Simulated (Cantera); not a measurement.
Charge: 1 mol Si3N4, 0.24 mol H2O, 550 mol N2, at 1500 °C and 750 Torr.

These are equilibrium values from Cantera (NASA tables, ideal gas, pure condensed phases), not measurements of a reactor. Candidate condensed phases: H2O, Si, SiO2, Si2N2O, Si3N4; 35 gas species. Mutual solubility and eutectic melting of coexisting phases are not modelled. Equilibrium is a limit: real reactors are often held back by kinetics, nucleation or transport.

Base state: N2 1.000, H2 0.000433, SiO 3.80e-5 (mole fractions); condensed: Si2N2O(s) + Si3N4(s).

Q: What changes in the equilibrium state with this change: pressure from 750 Torr to 39.0 Torr?

A: 
| species | before | after |
|---|---|---|
| N2 | 1.000 | 0.999 |
| SiO | 3.80e-5 | 0.000436 |
| H2 | 0.000433 | 0.000423 |
| H | 5.93e-6 | 2.57e-5 |
| Si2N2O(s), mol | 0.219 | 0 |
| Si3N4(s), mol | 0.847 | 0.918 |

Q: What changes in the equilibrium state with this change: temperature from 1500 °C to 1875 °C?

A: 
```tsv
species	before	after
N2	1.000	0.999
SiO	3.80e-5	0.000434
H2	0.000433	0.000392
Si	6.77e-8	0.000220
Si2N	1.71e-9	4.75e-5
SiN	3.25e-8	4.13e-5
Si2N2O(s), mol	0.219	0
Si3N4(s), mol	0.847	0
Si(l), mol	0	2.56
```
The tables' values for SiN are old estimates; treat these amounts as uncertain.
